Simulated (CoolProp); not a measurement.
Vapour-liquid equilibrium of benzene (1) + n-decane (2) at 1.09 MPa; x and y are mole fractions of (1).

Computed with CoolProp (multi-fluid Helmholtz-energy mixture model, Thol 2012 and Lemmon 2006; pair parameters Bell 2016).

Problem. Give the bubble temperature and the first vapour's composition at x = 0.05, 0.15, 0.95. Is there an azeotrope?

Solution. x = 0.05: 562.9 K, y = 0.118; x = 0.15: 546.4 K, y = 0.344; x = 0.95: 459.6 K, y = 0.990. No azeotrope shows between x = 0.05 and 0.95.

Pair parameters are fitted to limited data, so mixtures are less certain than the pure fluids.
